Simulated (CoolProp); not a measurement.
A single-stage vapour-compression cycle with the fluid: evaporating at 259.15 K (dew point), condensing at 279.15 K (bubble point), superheat 10 K, subcooling 0 K, compressor efficiency 0.9, no pressure losses. The same conditions are run with several fluids, on thermodynamics alone (safety and materials aside).

Model: reference Helmholtz-energy equation of state of each fluid (R245ca: Zhou 2016; vinyl chloride: Thol 2022; n-perfluoropentane: Gao 2022; R227EA: Lemmon 2016; CH3F (R41): Lemmon 2006; sulfur dioxide: Gao 2016), in CoolProp.

Question: Rank R245ca, vinyl chloride, n-perfluoropentane, R227EA, CH3F (R41), sulfur dioxide by cooling COP, highest first.

Answer: R245ca (10.9), vinyl chloride (10.8), n-perfluoropentane (10.7), R227EA (10.6), sulfur dioxide (10.5), CH3F (R41) (9.58)

```csv
fluid,pressure ratio,discharge temperature (K),refrigerating effect (kJ/kg),volumetric capacity (kJ/m³)
R245ca,2.72,292.2,207,208
vinyl chloride,2.13,308.0,334,965
n-perfluoropentane,2.66,280.8,90.0,174
R227EA,2.17,286.0,116,1040
CH3F (R41),1.75,309.2,338,8610
sulfur dioxide,2.34,327.1,372,920
```
